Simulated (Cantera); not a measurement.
A perfectly stirred reactor is fed with 12.1 % H2, 14.4 % O2, 73.5 % N2, at 3750 Torr; it is adiabatic with a 675 K inlet, and is followed from long to short residence time, starting on the burning branch (τ in s: 0.02, 0.0078, 0.003, 0.0011, 0.00043, 0.00016, 6.2e-05, 2.4e-05, 9.1e-06).

Model: the H2/O2 subset of GRI-Mech 3.0, which has no nitrogen chemistry, integrated in Cantera. The hydrogen kinetics of GRI-Mech 3.0 are dated; newer H2 mechanisms differ, most at raised pressure.

Q: Predict: blow-out, bracketed by the residence times tried; x(H2) at τ = 20.0 ms; x(O2) at τ = 20.0 ms; x(HO2) at τ = 20.0 ms; x(H) at τ = 20.0 ms; x(H2O) at τ = 20.0 ms; x(H2) at τ = 0.430 ms; x(O2) at τ = 0.430 ms; x(HO2) at τ = 0.430 ms; x(H) at τ = 0.430 ms; x(H2O) at τ = 0.430 ms.

A: 
| Property | Result |
|---|---|
| blow-out, bracketed by the residence times tried | burning at 24.0 µs, out at 9.10 µs |
| x(H2) at τ = 20.0 ms | 0.000118 |
| x(O2) at τ = 20.0 ms | 0.0888 |
| x(HO2) at τ = 20.0 ms | 5.19e-6 |
| x(H) at τ = 20.0 ms | 3.17e-6 |
| x(H2O) at τ = 20.0 ms | 0.129 |
| x(H2) at τ = 0.430 ms | 0.00152 |
| x(O2) at τ = 0.430 ms | 0.0890 |
| x(HO2) at τ = 0.430 ms | 5.21e-5 |
| x(H) at τ = 0.430 ms | 0.000136 |
| x(H2O) at τ = 0.430 ms | 0.126 |
